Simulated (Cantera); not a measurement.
Input (Python, Cantera) and output of one run.

```python
import numpy as np
import cantera as ct

gas_names = """
    O3 N2O
""".split()
cond_names = """
    VN(s) V(cr) V(L)
""".split()


# ... load() reads the species with a 1 bar reference pressure and builds the phases ...
species = {s.name: s for s in load("nasa_gas.yaml", gas_names) + load("nasa_condensed.yaml", cond_names)}
# Each term lists the table entries of one substance; the one whose range holds T is used.
reactions = {
    '6 VN + O3(g) = 6 V + 3 N2O(g)':
        [(-6, ['VN(s)']), (-1, ['O3']), (6, ['V(cr)', 'V(L)']), (3, ['N2O'])],
}


def pick(names, T):
    return next(species[n] for n in names if species[n].thermo.min_temp <= T <= species[n].thermo.max_temp)


results = []
for label, terms in reactions.items():
    print(label)
    print("     T/K   dH/kJ  dS/(J/K)   dG/kJ   log10 K")
    for T in [798, 848, 898, 948, 998, 1048]:
        used = [(nu, pick(names, T)) for nu, names in terms]
        dH = sum(nu * s.thermo.h(T) for nu, s in used) / 1e6
        dS = sum(nu * s.thermo.s(T) for nu, s in used) / 1e3
        dG = dH - T * dS / 1e3
        logK = -dG * 1e6 / (ct.gas_constant * T * np.log(10))
        results.append((label, T, dH, dS, dG, logK, [s.name for _, s in used]))
        print(f"{T:8g} {dH:8.1f} {dS:8.1f} {dG:8.1f} {logK:8.2f}")
```

Output:

```
6 VN + O3(g) = 6 V + 3 N2O(g)
     T/K   dH/kJ  dS/(J/K)   dG/kJ   log10 K
     798   1393.6    349.2   1115.0   -72.98
     848   1392.1    347.3   1097.5   -67.60
     898   1390.5    345.6   1080.2   -62.83
     948   1389.0    343.9   1063.0   -58.57
     998   1387.5    342.3   1045.8   -54.74
    1048   1385.9    340.8   1028.7   -51.27
```

Cantera with NASA thermochemical tables; ideal gases at 1 bar, condensed phases pure. VN: taken at fixed stoichiometry. Condensed species are held in their standard states even where they would react or evaporate.
